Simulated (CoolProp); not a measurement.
Vapour-liquid equilibrium of acetone (1) + n-decane (2) at 22.15 °C; x and y are mole fractions of (1).

Values from CoolProp's multi-fluid Helmholtz-energy mixture model, Lemmon 2006 and Lemmon 2006; pair parameters Bell 2016.

### Question
Give the bubble pressure and the first vapour's composition at x = 0.05, 0.2, 0.65. Is there an azeotrope?

### Answer
x = 0.05: 0.004187 MPa, y = 0.966; x = 0.2: 0.01496 MPa, y = 0.992; x = 0.65: 0.02298 MPa, y = 0.995. No azeotrope shows between x = 0.05 and 0.95.

Pair parameters are fitted to limited data, so mixtures are less certain than the pure fluids. With so large a gap from Raoult's law the liquid may split in two, which this calculation doesn't test in full.
